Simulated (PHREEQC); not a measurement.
# Acid mine or pickling water: an equilibrium model

Model water analysis in mg/L, 25 °C, pH 3.74, pe 11.9: Na 240; K 6; Ca 169; Mg 12.3; Cl 76; S(6) as SO4 868; Cu(2) 10.2; Si as SiO2 0.138; Fe(3) 3.48.

Na is adjusted to close the charge balance.
Valence states are taken as typed.

All values are PHREEQC results (ion-association model, wateq4f.dat), not measurements.

| Property | Result |
|---|---|
| ionic strength | 0.0277 mol/kgw |
| total alkalinity | -0.347 meq/kg |

```
species  molality  activity   log γ
-------  --------  --------  ------
Na+       0.00971   0.00831  -0.068
SO4-2     0.00727   0.00393  -0.268
Ca+2      0.00296   0.00162  -0.262
Cl-       0.00215   0.00182  -0.071
CaSO4     0.00126   0.00127   0.003
Mg+2     0.000336  0.000187  -0.255
H+       0.000207  0.000182  -0.057
NaSO4-   0.000190  0.000164  -0.066
MgSO4    0.000171  0.000172   0.003
K+       0.000150  0.000127  -0.071
Cu+2     0.000111   6.17e-5  -0.256
```

Precipitation was switched off in this run. Examples of supersaturated solids here: Jarosite-K, Jarosite-Na. Others may be too. Complexes and solids missing from the database can't appear.
